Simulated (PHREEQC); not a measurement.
Make-up at 80 °C: 0.0016 mol HF, 0.0028 mol (NH4)2SiF6, 0.00017 mol HBF4 and 0.22 mol HCl per kg of water. Closed to the air; pH follows from the charge balance.

The numbers come from PHREEQC with the ion-association model, wateq4f.dat.

Each row changes one thing in this solution. This is a speciation only: nothing precipitates in the calculation.

| case | pH | HF (mol/kgw) | H3BO3 (mol/kgw) | H2F2 (mol/kgw) | SiF6-2 (mol/kgw) | BF4- (mol/kgw) | SI of SiO2(a) (SiO2) |
|---|---|---|---|---|---|---|---|
| as made | 0.78 | 0.0183 | 0.000117 | 0.000104 | 5.90e-5 | 4.85e-5 | -0.20 |
| (NH4)2SiF6 from 0.0028 to 0.00308 mol/kgw | 0.78 | 0.0196 | 0.000106 | 0.000121 | 9.91e-5 | 5.89e-5 | -0.17 |
| HCl from 0.22 to 0.44 mol/kgw | 0.49 | 0.0185 | 0.000125 | (withheld) | 3.19e-5 | 4.11e-5 | -0.17 |
| HF left out | 0.78 | (withheld) | 0.000128 | 8.91e-5 | 3.69e-5 | 3.85e-5 | -0.20 |
| diluted 2-fold with water | 1.06 | 0.00942 | 8.06e-5 | 2.71e-5 | 1.34e-6 | 3.59e-6 | -0.51 |
| 0.28 mol/kgw H3PO4 added | 0.76 | 0.0183 | 0.000117 | 0.000105 | 5.75e-5 | 4.84e-5 | -0.20 |
| (NH4)2SiF6 from 0.0028 to 0.0014 mol/kgw | (withheld) | 0.0106 | 0.000161 | 3.48e-5 | 1.09e-6 | 7.33e-6 | -0.50 |
| 0.13 mol/kgw TMAH added | 1.18 | 0.0171 | 9.06e-5 | 9.12e-5 | 0.000235 | 7.24e-5 | -0.23 |
| diluted 10-fold with water | 1.73 | 0.00188 | 1.70e-5 | 1.06e-6 | 1.87e-10 | 4.16e-9 | -1.22 |

**Question.** Some entries are withheld; supply them.

**Answer.** 
- HCl from 0.22 to 0.44 mol/kgw, H2F2 (mol/kgw): 0.000112
- HF left out, HF (mol/kgw): 0.0169
- (NH4)2SiF6 from 0.0028 to 0.0014 mol/kgw, pH: 0.77

Some of these states are supersaturated (in Quartz (slow to form), Chalcedony (slow to form), for instance). H3PO4, which wateq4f.dat lacks, is added to it with the constant of phreeqc.dat. Away from 25 °C the constants follow the database's enthalpies or fits; those with neither stay at their 25 °C values. SiF6-2 is the database's only silicon fluoride. Real BF4- forms and hydrolyses slowly; the run takes it at equilibrium.
